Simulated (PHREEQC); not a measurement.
Dissolve 0.0027 mol ZnCl2, 0.00012 mol Na2SO4, 0.0014 mol MnSO4 and 0.0029 mol AlCl3 per kg of water at 5 °C. Closed to the air; pH follows from the charge balance.

Computed with PHREEQC (ion-association model, phreeqc.dat).

Precipitation was switched off in this run.

Order these Mn species by the share of Mn that they hold, largest first: MnCl+, Mn+2, MnSO4.

Mn+2 (95 %), MnCl+ (3.1 %), MnSO4 (2.3 %)

The pH is 4.28 and the ionic strength 0.0264 mol/kgw. Examples of supersaturated solids here: Gibbsite (slow to form). Others may be too. Constants without temperature data keep their 25 °C values here.
